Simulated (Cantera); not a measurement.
Feed: 1 mol SiH4, 0.36 mol HCl, 70 mol H2, at 1400 °C and 0.120 bar.

Method: chemical equilibrium by Gibbs-energy minimisation in Cantera with the NASA 1993 tables (ideal gas, pure condensed phases). Candidate condensed phases: Si; 19 gas species. Gases not in the tables: Si2H6 and higher silanes. Equilibrium is a limit: real reactors are often held back by kinetics, nucleation or transport.

Base state: H2 0.995, HCl 0.00480, H 0.000328, SiCl2 8.36e-5, SiH2 1.10e-5 (mole fractions); condensed: Si(s).

Q: What changes in the equilibrium state with this change: HCl from 0.36 to 2.5 mol?

A: 
| species | before | after |
|---|---|---|
| H2 | 0.995 | 0.969 |
| HCl | 0.00480 | 0.0277 |
| SiCl2 | 8.36e-5 | 0.00286 |
| SiCl3 | 1.29e-7 | 2.57e-5 |
| SiH2 | 1.10e-5 | 1.07e-5 |
| H | 0.000328 | 0.000324 |
| Si(s), mol | 0.993 | 0.783 |
The tables' values for SiCl3 are old estimates; treat these amounts as uncertain.
